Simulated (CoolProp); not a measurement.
A single-stage vapour-compression cycle with hydrogen chloride: evaporating at 234.15 K (dew point), condensing at 283.15 K (bubble point), superheat 8 K, subcooling 0 K, compressor efficiency 0.85, no pressure losses. Each further row changes one setting.

Model: reference Helmholtz-energy equation of state, Thol 2018, in CoolProp.

| case | cooling COP | pressure ratio | discharge temperature (K) | refrigerating effect (kJ/kg) | volumetric capacity (kJ/m³) |
|---|---|---|---|---|---|
| as stated | ? | 4.20 | 379.4 | 301 | 4810 |
| evaporating temperature 239.15 K | ? | 3.53 | ? | 302 | ? |
| condensing temperature 278.15 K | 3.38 | 3.71 | 364.8 | 311 | 4980 |
| subcooling 5 K | 3.03 | 4.20 | 379.4 | 311 | 4980 |
| superheat 18 K | ? | 4.20 | 396.8 | 311 | 4700 |
| compressor efficiency 0.75 | ? | 4.20 | 393.8 | 301 | 4810 |

Q: Some entries are withheld; supply them.

A: 
- as stated, cooling COP: 2.93
- evaporating temperature 239.15 K, cooling COP: 3.41
- evaporating temperature 239.15 K, discharge temperature (K): 366.2
- evaporating temperature 239.15 K, volumetric capacity (kJ/m³): 5710
- superheat 18 K, cooling COP: 2.86
- compressor efficiency 0.75, cooling COP: 2.58
